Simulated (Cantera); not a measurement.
**Gas activation for diamond growth**

An isothermal, constant-pressure homogeneous reactor starts with CH₄ : H₂ = 0.029 : 1 (molar parts), at 1925 K and 0.0990 bar.

Detailed kinetics in Cantera: GRI-Mech 3.0 (53 species, 325 reactions). GRI-Mech 3.0 stops at C3 and has no aromatics, soot or wall deposition, so with more carbon than oxygen in the feed, carbon stays in small species such as C2H2 where larger ones or solid carbon would form.

```tsv
t (s)	x CH₄	x H₂	x C₂H	x C₂H₄	x CH₃	x C₂H₂	x H
1.00e-5	0.0282	0.972	<1e-12	7.31e-11	8.58e-6	<1e-12	1.29e-5
3.46e-5	0.0282	0.972	<1e-12	3.50e-9	2.79e-5	2.82e-11	4.63e-5
0.000119	0.0281	0.972	<1e-12	1.47e-7	9.41e-5	5.18e-9	0.000162
0.000412	0.0278	0.971	8.99e-12	5.15e-6	0.000317	1.10e-6	0.000554
0.00143	0.0268	0.970	3.59e-9	6.33e-5	0.000920	0.000145	0.00168
0.00492	0.0222	0.972	8.55e-8	8.20e-5	0.00118	0.00222	0.00261
0.0170	0.0132	0.976	2.79e-7	3.68e-5	0.000740	0.00687	0.00276
0.0588	0.00516	0.981	4.68e-7	1.60e-5	0.000305	0.0110	0.00291
0.203	0.00159	0.982	5.62e-7	1.34e-5	9.66e-5	0.0128	0.00300
0.702	0.000505	0.983	5.92e-7	1.35e-5	3.10e-5	0.0134	0.00303
2.42	0.000281	0.983	5.98e-7	1.36e-5	1.72e-5	0.0135	0.00303
8.38	0.000272	0.983	5.98e-7	1.36e-5	1.67e-5	0.0135	0.00303
28.9	0.000272	0.983	5.98e-7	1.36e-5	1.67e-5	0.0135	0.00303
100	0.000272	0.983	5.98e-7	1.36e-5	1.67e-5	0.0135	0.00303
```
x: mole fraction; the columns are a selection and need not sum to one.

Equilibrium at this temperature and pressure: CH₄ 0.000272, H₂ 0.983, C₂H 5.98e-7, C₂H₄ 1.36e-5, CH₃ 1.67e-5, C₂H₂ 0.0135, H 0.00303 (gas phase only).
